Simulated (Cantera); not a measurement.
A Cantera script and what it prints.

```python
import numpy as np
import cantera as ct

gas_names = """
    N NO NO2 NO3 N2 N2O O O2 O3 Si SiN SiO SiO2 Si2 Si2N Si3
""".split()
cond_names = """
    Si(cr) Si(L) SiO2(Lqz) SiO2(hqz) SiO2(L) Si2N2O(s) Si3N4(a)
""".split()


def load(file, names, dense=False):
    # The tables refer to 1 bar. Condensed volumes are neglected.
    table = {s.name: s for s in ct.Species.list_from_file(file)}
    out = []
    for n in names:
        d = dict(table[n].input_data)
        d["thermo"] = dict(d["thermo"], **{"reference-pressure": 1e5})
        if dense:
            d["equation-of-state"] = {"model": "constant-volume", "density": "1e6 g/cm^3"}
        out.append(ct.Species.from_dict(d))
    return out


gas = ct.Solution(thermo="ideal-gas", species=load("nasa_gas.yaml", gas_names))
cond = {s.name: ct.Solution(thermo="fixed-stoichiometry", species=[s], name=s.name)
        for s in load("nasa_condensed.yaml", cond_names, dense=True)}
atoms = {
    'Si3N4': {'Si': 3, 'N': 4},
    'N2O': {'N': 2, 'O': 1},
    'N2': {'N': 2},
}
top_T = {'Si2N2O(s)': 2100, 'Si3N4(a)': 2400}  # K; cautious upper limits of use, not melting points


def equilibrate(T, P, feed):
    n = {}
    for name, mol in feed.items():
        for a, k in atoms[name].items():
            n[a] = n.get(a, 0.0) + k * mol
    gas.TPX = T, P, n
    mass = sum(n.values()) * gas.mean_molecular_weight
    gas.equilibrate("TP")
    valid = [c for c in cond.values() if c.min_temp <= T <= top_T.get(c.name, c.max_temp)]
    mix = ct.Mixture([(gas, mass / gas.mean_molecular_weight)] + [(c, 0.0) for c in valid])
    mix.T, mix.P = T, P
    mix.equilibrate("TP", solver="vcs", rtol=1e-11, max_steps=5000)
    return mix


results = []
feed = {'Si3N4': 1, 'N2O': 0.7, 'N2': 560}  # mol
P = 10000  # Pa
for T in [1073, 1273, 1473, 1673, 1873, 2073, 2273]:
    mix = equilibrate(T, P, feed)
    results.append((T, P, feed, dict(zip(mix.species_names, mix.species_moles))))

top = {s: max(r[3][s] / sum(r[3][g] for g in gas_names) for r in results) for s in gas_names}
cols = sorted((s for s in top if top[s] > 1e-06), key=lambda s: -top[s])[:9]
seen = [c for c in cond_names if any(r[3].get(c, 0) > 1e-12 for r in results)]
print("log10 of partial pressures in bar; condensed amounts in mol")
print(f"{'T/K':>10s}" + "".join(f"{s[:9]:>10s}" for s in cols + seen))
for T, P, feed, n in results:
    ng = sum(n[g] for g in gas_names)
    print(f"{T:10.4g}" + "".join(f"{np.log10(max(n[s] / ng * P / 1e5, 1e-99)):10.3f}" for s in cols)
          + "".join(f"{n.get(c, 0):10.4g}" for c in seen))
```

It prints:

```
log10 of partial pressures in bar; condensed amounts in mol
       T/K        N2        Si       SiO       SiN      Si2N       Si2       Si3     Si(L) Si2N2O(s)  Si3N4(a)
      1073    -1.000   -19.802   -15.235   -19.089   -24.879   -30.205   -37.147         0       0.7    0.5333
      1273    -1.000   -14.490   -10.770   -14.386   -18.097   -21.962   -26.694         0       0.7    0.5333
      1473    -1.000   -10.635    -7.539   -10.975   -13.185   -15.986   -19.125         0    0.6998    0.5334
      1673    -1.000    -7.714    -5.097    -8.392    -9.471   -11.463   -13.405         0    0.6552    0.5482
      1873    -1.001    -5.427    -3.905    -6.371    -6.570    -7.926    -8.939         0         0    0.7578
      2073    -1.001    -4.001    -3.906    -5.159    -5.070    -5.912    -6.596     1.585         0         0
      2273    -1.002    -3.438    -3.907    -4.772    -5.056    -5.476    -6.501         0         0         0
```

Equilibrium computed with Cantera from the NASA thermochemical tables; the gas is ideal and each condensed phase is pure. Mutual solubility and eutectic melting of coexisting phases are not modelled. The tables' values for SiN are old estimates; treat these amounts as uncertain.
